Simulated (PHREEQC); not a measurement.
A solution holds 0.015 mol/kgw NH3 and 0.00035 mol/kgw KHCO3, at 25 °C. Closed to the air; pH follows from the charge balance.

Computed with PHREEQC (ion-association model, phreeqc.dat).

No solid was allowed to form.

### Question
Predict the pH, specific conductance.

### Answer
pH 10.60; specific conductance 190 µS/cm.

### Question
In which forms is C present?

### Answer
CO3-2 68 %, HCO3- 32 % of the C.

Complexes and solids missing from the database can't appear.
